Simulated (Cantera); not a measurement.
Equilibrium for silicon nitride deposition: SiH₂Cl₂ + NH₃ + H₂ + N₂

Feed: 1 mol SiH₂Cl₂, 5 mol NH₃, 11 mol H₂, 0.21 mol N₂.

Equilibrium computed with Cantera from the NASA thermochemical tables; the gas is ideal and each condensed phase is pure. Candidate condensed phases: NH₄Cl, Si, Si₃N₄; 28 gas species. Mutual solubility and eutectic melting of coexisting phases are not modelled. The tables' values for SiCl₃ are old estimates. Kinetics and transport are ignored.

Stable condensed phases:

```
T in °C \ P in Pa
              5     26    140    710   3700  19000 100000
   1377       A      A      A      B      B      B      B
   1327       A      A      A      B      B      B      B
   1277       A      A      B      B      B      B      B
   1227       A      A      B      B      B      B      B
   1177       A      B      B      B      B      B      B
   1127       C      B      B      B      B      B      B
   1077       B      B      B      B      B      B      B
   1027       B      B      B      B      B      B      B
    977       B      B      B      B      B      B      B
    927       B      B      B      B      B      B      B
    877       B      B      B      B      B      B      B
    827       B      B      B      B      B      B      B
```

A: Si; B: Si₃N₄; C: Si + Si₃N₄.
